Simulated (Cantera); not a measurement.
An isothermal, constant-pressure homogeneous reactor starts with NO : N2 = 1 : 1.1 (molar parts), at 1998 K and 0.132 atm. Integrator tolerance rtol = 1e-08.

Model: GRI-Mech 3.0 (53 species, 325 reactions), integrated in Cantera.

What does this change do: pressure from 0.132 atm to 0.0263 atm?


| quantity | before | after |
|---|---|---|
| x(NO) at 50.0 s | 0.00796 (gas-phase equilibrium 0.00791) | 0.0114 (gas-phase equilibrium 0.00790) |
| x(O) at 50.0 s | 0.000877 (gas-phase equilibrium 0.000877) | 0.00195 (gas-phase equilibrium 0.00196) |
| x(N2) at 50.0 s | 0.758 (gas-phase equilibrium 0.758) | 0.755 (gas-phase equilibrium 0.757) |
| x(O2) at 50.0 s | 0.234 (gas-phase equilibrium 0.234) | 0.231 (gas-phase equilibrium 0.233) |
| x(N2O) at 50.0 s | 1.59e-7 (gas-phase equilibrium 1.59e-7) | 8.78e-8 (gas-phase equilibrium 7.11e-8) |
| x(NO2) at 50.0 s | 5.30e-6 (gas-phase equilibrium 5.26e-6) | 3.37e-6 (gas-phase equilibrium 2.35e-6) |
Radical loss at walls, strong at low pressure, is not modelled.

What does this change do: temperature 1998 to 1948 K?


| quantity | before | after |
|---|---|---|
| x(NO) at 50.0 s | 0.00796 (gas-phase equilibrium 0.00791) | 0.00841 (gas-phase equilibrium 0.00688) |
| x(O) at 50.0 s | 0.000877 (gas-phase equilibrium 0.000877) | 0.000591 (gas-phase equilibrium 0.000592) |
| x(N2) at 50.0 s | 0.758 (gas-phase equilibrium 0.758) | 0.757 (gas-phase equilibrium 0.758) |
| x(O2) at 50.0 s | 0.234 (gas-phase equilibrium 0.234) | 0.234 (gas-phase equilibrium 0.234) |
| x(N2O) at 50.0 s | 1.59e-7 (gas-phase equilibrium 1.59e-7) | 1.47e-7 (gas-phase equilibrium 1.39e-7) |
| x(NO2) at 50.0 s | 5.30e-6 (gas-phase equilibrium 5.26e-6) | 6.10e-6 (gas-phase equilibrium 5.00e-6) |
